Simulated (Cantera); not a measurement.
Cantera run:

```python
import numpy as np
import cantera as ct

gas_names = [...]  # 136 gases of nasa_gas.yaml made of C, H, N, O
cond_names = """
    C(gr) C6H6(L) C7H8(L) C8H18(L),n-octa H2O(s) H2O(L)
""".split()


# ... load() reads the species with a 1 bar reference pressure and builds the phases ...
atoms = {
    'C3H8': {'C': 3, 'H': 8},
    'CO2': {'C': 1, 'O': 2},
    'N2': {'N': 2},
    'H2O': {'H': 2, 'O': 1},
}
top_T = {'C(gr)': 4500}  # K; cautious upper limits of use, not melting points


# ... equilibrate(T, P, feed) seeds the gas with the atoms and calls Mixture.equilibrate('TP', solver="vcs", rtol=1e-11, max_steps=5000) ...
results = []
feed = {'C3H8': 1, 'CO2': 0.36, 'N2': 2.6, 'H2O': 1.5}  # mol
P = 1000  # Pa
for T in [650, 850, 1050, 1250, 1450, 1650, 1850, 2050, 2250, 2450, 2650]:
    mix = equilibrate(T, P, feed)
    results.append((T, P, feed, dict(zip(mix.species_names, mix.species_moles))))

top = {s: max(r[3][s] / sum(r[3][g] for g in gas_names) for r in results) for s in gas_names}
cols = sorted((s for s in top if top[s] > 0.0001), key=lambda s: -top[s])[:6]
seen = [c for c in cond_names if any(r[3].get(c, 0) > 1e-12 for r in results)]
print("log10 of partial pressures in bar; condensed amounts in mol")
print(f"{'T/K':>10s}" + "".join(f"{s[:9]:>10s}" for s in cols + seen))
for T, P, feed, n in results:
    ng = sum(n[g] for g in gas_names)
    print(f"{T:10.4g}" + "".join(f"{np.log10(max(n[s] / ng * P / 1e5, 1e-99)):10.3f}" for s in cols)
          + "".join(f"{n.get(c, 0):10.4g}" for c in seen))
```

Result:

```
log10 of partial pressures in bar; condensed amounts in mol
       T/K        H2        N2         H        CO       H2O       CO2     C(gr)
       650    -2.366    -2.504   -16.045    -3.910    -2.869    -3.222     2.359
       850    -2.275    -2.591   -11.826    -2.710    -4.136    -4.086      1.28
      1050    -2.274    -2.599    -9.228    -2.668    -5.683    -6.006     1.141
      1250    -2.273    -2.599    -7.452    -2.667    -6.763    -7.351     1.139
      1450    -2.273    -2.599    -6.161    -2.667    -7.544    -8.314     1.137
      1650    -2.274    -2.600    -5.179    -2.667    -8.133    -9.033     1.129
      1850    -2.277    -2.602    -4.407    -2.668    -8.595    -9.590     1.107
      2050    -2.287    -2.608    -3.788    -2.671    -8.973   -10.035     1.058
      2250    -2.314    -2.622    -3.286    -2.679    -9.306   -10.406    0.9665
      2450    -2.378    -2.648    -2.886    -2.697    -9.634   -10.735    0.8179
      2650    -2.507    -2.692    -2.583    -2.729   -10.002   -11.043    0.5998
```

Cantera equilibrium calculation (NASA polynomials, part measured and part estimated; ideal gas, pure solids and liquids).
